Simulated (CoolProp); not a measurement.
Vapour-liquid equilibrium of R227EA (1) + n-butane (2) at 0.135 MPa; x and y are mole fractions of (1).

Values from CoolProp's multi-fluid Helmholtz-energy mixture model, Lemmon 2016 and Bücker 2006; pair parameters Bell 2016.

```json
[
 {"x": "0.05", "bubble temperature (°C)": "-2.0", "y at the bubble point": "0.314", "dew temperature at overall composition x (°C)": "6.0", "liquid density (mol/L)": "[?]"},
 {"x": "0.125", "bubble temperature (°C)": "-8.7", "y at the bubble point": "0.496", "dew temperature at overall composition x (°C)": "3.8", "liquid density (mol/L)": "10.18"},
 {"x": "0.2", "bubble temperature (°C)": "-11.5", "y at the bubble point": "0.567", "dew temperature at overall composition x (°C)": "1.6", "liquid density (mol/L)": "10.07"},
 {"x": "0.275", "bubble temperature (°C)": "-12.6", "y at the bubble point": "0.599", "dew temperature at overall composition x (°C)": "-0.8", "liquid density (mol/L)": "9.928"},
 {"x": "0.35", "bubble temperature (°C)": "-13.2", "y at the bubble point": "0.615", "dew temperature at overall composition x (°C)": "-3.3", "liquid density (mol/L)": "9.790"},
 {"x": "0.425", "bubble temperature (°C)": "-13.4", "y at the bubble point": "[?]", "dew temperature at overall composition x (°C)": "-6.0", "liquid density (mol/L)": "9.659"},
 {"x": "0.5", "bubble temperature (°C)": "-13.6", "y at the bubble point": "0.634", "dew temperature at overall composition x (°C)": "-8.8", "liquid density (mol/L)": "9.540"},
 {"x": "0.575", "bubble temperature (°C)": "-13.7", "y at the bubble point": "0.644", "dew temperature at overall composition x (°C)": "-11.8", "liquid density (mol/L)": "9.432"},
 {"x": "0.65", "bubble temperature (°C)": "-13.8", "y at the bubble point": "0.661", "dew temperature at overall composition x (°C)": "-13.8", "liquid density (mol/L)": "9.336"},
 {"x": "0.725", "bubble temperature (°C)": "-13.7", "y at the bubble point": "0.686", "dew temperature at overall composition x (°C)": "-13.4", "liquid density (mol/L)": "9.250"},
 {"x": "0.8", "bubble temperature (°C)": "-13.4", "y at the bubble point": "[?]", "dew temperature at overall composition x (°C)": "-12.5", "liquid density (mol/L)": "9.170"},
 {"x": "0.875", "bubble temperature (°C)": "-12.7", "y at the bubble point": "0.790", "dew temperature at overall composition x (°C)": "-11.4", "liquid density (mol/L)": "9.091"},
 {"x": "0.95", "bubble temperature (°C)": "-11.2", "y at the bubble point": "0.894", "dew temperature at overall composition x (°C)": "-10.3", "liquid density (mol/L)": "9.006"}
]
```

Task: What belongs in the gaps?

Result: 
- 0.05, liquid density (mol/L): 10.24
- 0.425, y at the bubble point: 0.625
- 0.8, y at the bubble point: 0.726

y crosses x between x = 0.65 and 0.725: the model has an azeotrope there.

Pair parameters are fitted to limited data, so mixtures are less certain than the pure fluids. With so large a gap from Raoult's law the liquid may split in two, which this calculation doesn't test in full.
